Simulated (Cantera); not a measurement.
Feed: 1 mol Si3H8, 1.1 mol HCl, 130 mol H2, held at 1375 K and 9.40 mbar.

Equilibrium computed with Cantera from the NASA thermochemical tables; the gas is ideal and each condensed phase is pure. Candidate condensed phases: Si; 19 gas species. The feed counts by its element totals alone. Rates play no part.

Base state: H2 0.992, HCl 0.00779, SiCl2 0.000176, H 3.52e-5 (mole fractions); condensed: Si(s).

### Question
What changes in the equilibrium state with this change: Si3H8 replaced by SiCl4?

### Answer
| species | before | after |
|---|---|---|
| H2 | 0.992 | 0.965 |
| HCl | 0.00779 | 0.0320 |
| SiCl2 | 0.000176 | 0.00305 |
| SiCl3 | 8.02e-7 | 5.79e-5 |
| H | 3.52e-5 | 3.47e-5 |
| Si(s), mol | 2.98 | 0.583 |
The tables' values for SiCl3 are old estimates; treat these amounts as uncertain.

### Question
What changes in the equilibrium state with this change: temperature from 1375 K to 825 K?

### Answer
```json
[
 {"species": "H2", "before": "0.992", "after": "0.996"},
 {"species": "HCl", "before": "0.00779", "after": "0.00203"},
 {"species": "SiCl4", "before": "1.68e-8", "after": "0.00104"},
 {"species": "H", "before": "3.52e-5", "after": "<1e-9"},
 {"species": "SiHCl3", "before": "1.36e-7", "after": "0.000628"},
 {"species": "Si(s), mol", "before": "2.98", "after": "2.77"}
]
```
